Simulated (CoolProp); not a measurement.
A single-stage vapour-compression cycle with R1336mzz(Z): evaporating at 314.15 K (dew point), condensing at 356.15 K (bubble point), superheat 10 K, subcooling 2 K, compressor efficiency 0.9, no pressure losses. Each further row changes one setting.

Computed with CoolProp (reference Helmholtz-energy equation of state, McLinden 2020).

| case | cooling COP | pressure ratio | discharge temperature (K) | refrigerating effect (kJ/kg) | volumetric capacity (kJ/m³) |
|---|---|---|---|---|---|
| as stated | 5.48 | 3.51 | 356.1 | 118 | 1010 |
| evaporating temperature 319.15 K | 6.51 | [?] | 356.1 | [?] | [?] |
| condensing temperature 351.15 K | [?] | [?] | [?] | 125 | 1070 |
| subcooling 7 K | 5.79 | 3.51 | 356.1 | 125 | 1070 |
| superheat 20 K | [?] | 3.51 | [?] | 128 | 1050 |
| compressor efficiency 0.8 | 4.87 | 3.51 | 357.6 | 118 | 1010 |

Fill in the missing entries.


- evaporating temperature 319.15 K, pressure ratio: 2.96
- evaporating temperature 319.15 K, refrigerating effect (kJ/kg): 122
- evaporating temperature 319.15 K, volumetric capacity (kJ/m³): 1230
- condensing temperature 351.15 K, cooling COP: 6.45
- condensing temperature 351.15 K, pressure ratio: 3.08
- condensing temperature 351.15 K, discharge temperature (K): 351.5
- superheat 20 K, cooling COP: 5.67
- superheat 20 K, discharge temperature (K): 364.7

The compression ends wet for: as stated; evaporating temperature 319.15 K; subcooling 7 K.
